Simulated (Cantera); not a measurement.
**Ignition delay**

Mixture: 13.6 % CH4, 18.1 % O2, 68.3 % N2, equivalence ratio 1.5, at 420000 Pa, adiabatic and at constant volume. Ignition delay is the time to a rise of 400 K.

Computed with Cantera and GRI-Mech 3.0 (53 species, 325 reactions).

```json
[
 {"T0 (K)": "1225", "delay (ms)": "10.1"},
 {"T0 (K)": "1300", "delay (ms)": "3.97"},
 {"T0 (K)": "1375", "delay (ms)": "1.65"},
 {"T0 (K)": "1450", "delay (ms)": "0.724"},
 {"T0 (K)": "1525", "delay (ms)": "0.333"}
]
```

The apparent activation energy between 1375 and 1525 K is 190 kJ/mol.
